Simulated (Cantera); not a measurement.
An isothermal, constant-pressure homogeneous reactor starts with 10.7 % H2, 89.3 % O2, equivalence ratio 0.060, at 1373 K and 0.0263 atm.

Detailed kinetics in Cantera: GRI-Mech 3.0 (53 species, 325 reactions). Radical loss at walls, strong at low pressure, is not modelled. The temperature is held fixed by assumption; the heat of reaction is taken as removed at once.

x: mole fraction; the columns are a selection and need not sum to one.

```tsv
t (s)	x H2	x O2	x OH	x HO2	x H2O	x H2O2	x O
3.00e-6	0.107	0.893	1.02e-9	9.17e-9	8.84e-11	<1e-12	1.04e-9
1.50e-5	0.107	0.893	1.77e-8	4.59e-8	8.25e-9	2.26e-11	1.98e-8
7.54e-5	0.107	0.893	4.70e-7	2.31e-7	8.51e-7	5.54e-10	5.93e-7
0.000378	0.0574	0.858	0.0122	6.17e-6	0.0361	3.19e-7	0.0208
0.00189	0.00297	0.824	0.00987	7.59e-6	0.0915	2.44e-7	0.0544
0.00949	0.00146	0.858	0.00704	6.59e-6	0.103	2.25e-7	0.0246
0.0475	0.000158	0.883	0.00235	2.25e-6	0.112	9.75e-8	0.00256
0.238	?	0.886	?	?	0.113	?	?
1.19	8.98e-7	0.887	0.000179	7.25e-8	0.113	4.08e-9	1.46e-5
5.99	2.34e-7	0.887	9.14e-5	8.94e-8	0.113	1.68e-9	3.82e-6
30.0	2.19e-7	0.887	8.85e-5	9.13e-8	0.113	1.62e-9	3.58e-6
```

Problem. Some entries are withheld; supply them.

Solution. 
- 0.238, x H2: 9.35e-6
- 0.238, x OH: 0.000574
- 0.238, x HO2: 2.62e-7
- 0.238, x H2O2: 2.05e-8
- 0.238, x O: 0.000151
